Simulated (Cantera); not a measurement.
A perfectly stirred reactor is fed with N2O = 1 (molar parts), at 0.120 bar; it is held at 1248 K, and followed from long to short residence time.

Model: GRI-Mech 3.0 (53 species, 325 reactions), integrated in Cantera. GRI-Mech 3.0 was tuned for natural gas; its chemistry of N2O as a main component is partial and can be far from experiment. The mechanism lacks the step 2 NO + O2 → 2 NO2, which can matter for NO2 below about 1400 K. The temperature is held fixed by assumption; the heat of reaction is taken as removed at once.

x: mole fraction; the columns are a selection and need not sum to one.

```
τ (s)   x N2O  x NO2      x O2      x N2      x NO      x O
------  -----  -----  --------  --------  --------  -------
1.3     0.745      …    0.0743     0.159    0.0211  3.67e-6
0.60    0.863      …    0.0399    0.0854    0.0113  3.70e-6
0.27    0.933      …    0.0194    0.0416   0.00554  3.71e-6
0.12    0.969      …   0.00897    0.0192   0.00256  3.72e-6
0.056   0.985      …   0.00425   0.00912   0.00122  3.72e-6
0.025   0.993      …   0.00191   0.00410  0.000547  3.72e-6
0.011   0.997      …  0.000843   0.00181  0.000241  3.71e-6
0.0052  0.999      …  0.000398  0.000856  0.000114  3.70e-6
0.0023  0.999      …  0.000174  0.000377   4.98e-5  3.66e-6
```

Task: Complete the blanks.

Result: 
- 1.3, x NO2: 2.55e-5
- 0.60, x NO2: 1.29e-5
- 0.27, x NO2: 5.69e-6
- 0.12, x NO2: 2.17e-6
- 0.056, x NO2: 7.59e-7
- 0.025, x NO2: 2.12e-7
- 0.011, x NO2: 4.99e-8
- 0.0052, x NO2: 1.22e-8
- 0.0023, x NO2: 2.46e-9
